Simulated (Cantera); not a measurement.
Source: NASA polynomial tables (part measured, part estimated), evaluated in Cantera. Values are per mole of reaction as written; species without (g) are pure solids or liquids, kept so even where they would boil at 1 bar.

MgCO3 = CO2(g) + MgO

| T (K) | ΔH° (kJ) | ΔS° (J/K) | ΔG° (kJ) | log10 K |
|---|---|---|---|---|
| 300 | 116.9 | 174.8 | 64.5 | -11.23 |
| 498 | ___ | ___ | ___ | ___ |
| 548 | 115.2 | 171.0 | 21.5 | -2.05 |
| 598 | ___ | ___ | ___ | ___ |
| 648 | ___ | ___ | ___ | ___ |
| 698 | 113.0 | 167.4 | -3.8 | 0.29 |
| 748 | 112.0 | 166.1 | -12.2 | 0.85 |
| 798 | ___ | ___ | ___ | ___ |

Q: Complete the blanks.

A: 
- 498, ΔH° (kJ): 115.8
- 498, ΔS° (J/K): 172.0
- 498, ΔG° (kJ): 30.1
- 498, log10 K: -3.16
- 598, ΔH° (kJ): 114.6
- 598, ΔS° (J/K): 169.8
- 598, ΔG° (kJ): 13.0
- 598, log10 K: -1.14
- 648, ΔH° (kJ): 113.8
- 648, ΔS° (J/K): 168.6
- 648, ΔG° (kJ): 4.6
- 648, log10 K: -0.37
- 798, ΔH° (kJ): 111.0
- 798, ΔS° (J/K): 164.8
- 798, ΔG° (kJ): -20.5
- 798, log10 K: 1.34
